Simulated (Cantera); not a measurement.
Input: 1 mol LiOH, 8.1 mol H2O, 0.7 mol H2, equilibrated at 1125 K and 2.70 bar.

Cantera equilibrium calculation (NASA polynomials, part measured and part estimated; ideal gas, pure solids and liquids). Candidate condensed phases: H2O, Li, LiH, LiOH, Li2O; 17 gas species. Rates play no part.

Base state: H2O 0.920, H2 0.0795, LiOH 5.85e-5 (mole fractions); condensed: LiOH(l).

Task: What changes in the equilibrium state with this change: pressure from 2.70 bar to 0.100 bar?

Result: 
```tsv
species	before	after
H2O	0.920	0.924
H2	0.0795	0.0752
LiOH	5.85e-5	0.000770
Li2(OH)2	8.66e-6	5.54e-5
LiOH(l), mol	0.999	0
Li2O(s), mol	0	0.496
```

Task: What changes in the equilibrium state with this change: pressure from 2.70 bar to 13.0 Pa?

Result: 
```json
[
 {"species": "H2O", "before": "0.920", "after": "0.904"},
 {"species": "H2", "before": "0.0795", "after": "0.0745"},
 {"species": "LiOH", "before": "5.85e-5", "after": "0.0211"},
 {"species": "Li", "before": "<1e-9", "after": "1.36e-5"},
 {"species": "Li2(OH)2", "before": "8.66e-6", "after": "5.42e-5"},
 {"species": "LiOH(l), mol", "before": "0.999", "after": "0"},
 {"species": "Li2O(s), mol", "before": "0", "after": "0.400"}
]
```
